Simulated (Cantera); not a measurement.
A perfectly stirred reactor is fed with 6.93 % CH4, 19.6 % O2, 73.5 % N2, at 39000 Pa; it is adiabatic with a 400 K inlet, and is followed from long to short residence time, starting on the burning branch (τ in s: 0.021, 0.012, 0.0065, 0.0036, 0.002, 0.0011, 0.00062, 0.00035, 0.00019, 0.00011, 6e-05, 3.3e-05, 1.8e-05).

Cantera simulation using GRI-Mech 3.0 (53 species, 325 reactions); the numbers are that mechanism's predictions, not measurements.

### Question
Predict: blow-out, bracketed by the residence times tried; x(CH4) at τ = 21.0 ms; x(O2) at τ = 21.0 ms; x(CH2O) at τ = 21.0 ms; x(NO) at τ = 21.0 ms; x(CH4) at τ = 0.620 ms; x(O2) at τ = 0.620 ms; x(CH2O) at τ = 0.620 ms; x(NO) at τ = 0.620 ms.

### Answer
* **blow-out, bracketed by the residence times tried**: burning at 0.350 ms, out at 0.190 ms
* **x(CH4) at τ = 21.0 ms**: 2.66e-5
* **x(O2) at τ = 21.0 ms**: 0.0576
* **x(CH2O) at τ = 21.0 ms**: 3.69e-6
* **x(NO) at τ = 21.0 ms**: 4.02e-5
* **x(CH4) at τ = 0.620 ms**: 0.000477
* **x(O2) at τ = 0.620 ms**: 0.0660
* **x(CH2O) at τ = 0.620 ms**: 4.87e-5
* **x(NO) at τ = 0.620 ms**: 8.98e-6
